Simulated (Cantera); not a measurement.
What does this Cantera script print?

```python
import numpy as np
import cantera as ct

gas_names = """
    B BH BH2 BH3 BN B2 H H2 N NH NH2 NH3 N2 N2H2 N2H4
""".split()
cond_names = """
    B(b) B(L) BN(s)
""".split()


# ... load() reads the species with a 1 bar reference pressure and builds the phases ...
atoms = {
    'borazine': {'B': 3, 'N': 3, 'H': 6},
    'N2': {'N': 2},
    'H2': {'H': 2},
}
top_T = {'BN(s)': 3200}  # K; cautious upper limits of use, not melting points


# ... equilibrate(T, P, feed) seeds the gas with the atoms and calls Mixture.equilibrate('TP', solver="vcs", rtol=1e-11, max_steps=5000) ...
results = []
feed = {'borazine': 1, 'N2': 5.5, 'H2': 5.4}  # mol
P = 11  # Pa
for T in [1148, 1248, 1348, 1448, 1548, 1648, 1748, 1848, 1948, 2048, 2148, 2248, 2348, 2448]:
    mix = equilibrate(T, P, feed)
    results.append((T, P, feed, dict(zip(mix.species_names, mix.species_moles))))

top = {s: max(r[3][s] / sum(r[3][g] for g in gas_names) for r in results) for s in gas_names}
cols = sorted((s for s in top if top[s] > 0.0001), key=lambda s: -top[s])[:9]
seen = [c for c in cond_names if any(r[3].get(c, 0) > 1e-12 for r in results)]
print("log10 of partial pressures in bar; condensed amounts in mol")
print(f"{'T/K':>10s}" + "".join(f"{s[:9]:>10s}" for s in cols + seen))
for T, P, feed, n in results:
    ng = sum(n[g] for g in gas_names)
    print(f"{T:10.4g}" + "".join(f"{np.log10(max(n[s] / ng * P / 1e5, 1e-99)):10.3f}" for s in cols)
          + "".join(f"{n.get(c, 0):10.4g}" for c in seen))
```

Output:

```
log10 of partial pressures in bar; condensed amounts in mol
       T/K        H2         H        N2         B       BH2        BH        BN      B(b)     BN(s)
      1148    -4.177    -9.234    -4.361   -22.302   -15.883   -21.673   -22.769         0         3
      1248    -4.177    -8.419    -4.361   -19.349   -14.258   -19.162   -20.129         0         3
      1348    -4.177    -7.724    -4.361   -16.837   -12.876   -17.027   -17.884         0         3
      1448    -4.178    -7.124    -4.361   -14.674   -11.688   -15.189   -15.952         0         3
      1548    -4.179    -6.601    -4.362   -12.793   -10.656   -13.592   -14.273         0         3
      1648    -4.181    -6.141    -4.363   -11.142    -9.752   -12.192   -12.799         0         3
      1748    -4.187    -5.735    -4.365    -9.681    -8.957   -10.955   -11.497         0         3
      1848    -4.200    -5.376    -4.370    -8.379    -8.254    -9.857   -10.337         0     2.999
      1948    -4.271    -5.083    -4.318    -7.261    -7.734    -8.952    -9.320     2.989         0
      2048    -4.320    -4.810    -4.334    -6.537    -7.533    -8.411    -8.717     2.951         0
      2148    -4.408    -4.584    -4.362    -5.880    -7.395    -7.944    -8.178     2.778         0
      2248    -4.563    -4.415    -4.410    -5.283    -7.344    -7.557    -7.700     2.046         0
      2348    -4.819    -4.318    -4.485    -4.857    -7.532    -7.380    -7.397         0         0
      2448    -5.079    -4.240    -4.510    -4.880    -8.143    -7.644    -7.512         0         0
```

These are equilibrium values from Cantera (NASA tables, ideal gas, pure condensed phases), not measurements of a reactor. The feed counts by its element totals alone. The tables' values for BH2 are old estimates; treat these amounts as uncertain.
